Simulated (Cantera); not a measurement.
Charge: 1 mol MgO, 0.069 mol Cl2, at 1202 °C and 0.0133 bar.

These are equilibrium values from Cantera (NASA tables, ideal gas, pure condensed phases), not measurements of a reactor. Candidate condensed phases: Mg, MgCl2, MgO; 11 gas species. The numbers say what is thermodynamically allowed, not how fast it happens.

Base state: MgCl2 0.436, O2 0.218, Cl 0.176, Cl2 0.170, ClO 0.000241, O 1.16e-5 (mole fractions); condensed: MgO(s).

Question: What changes in the equilibrium state with this change: temperature from 1202 °C to 600 °C?

Answer: 
| species | before | after |
|---|---|---|
| Cl2 | 0.170 | 0.996 |
| O2 | 0.218 | 0.00300 |
| Cl | 0.176 | 0.000383 |
| MgCl2 | 0.436 | 0.000242 |
| O | 1.16e-5 | <1e-9 |
| ClO | 0.000241 | 2.23e-7 |
| MgO(s), mol | 0.957 | 1.000 |
| MgCl2(s), mol | 0 | 0.000396 |

Question: What changes in the equilibrium state with this change: 0.046 mol NH3 added?

Answer: 
```tsv
species	before	after
HCl	0	0.752
N2	0	0.143
MgCl2	0.436	0.0513
O2	0.218	3.12e-7
H2O	0	0.0513
Cl2	0.170	2.40e-5
Cl	0.176	0.00209
H2	0	0.00107
ClO	0.000241	3.42e-9
O	1.16e-5	1.39e-8
MgO(s), mol	0.957	0.992
```
Further candidate phases: H2O, Mg(OH)2, NH4Cl.
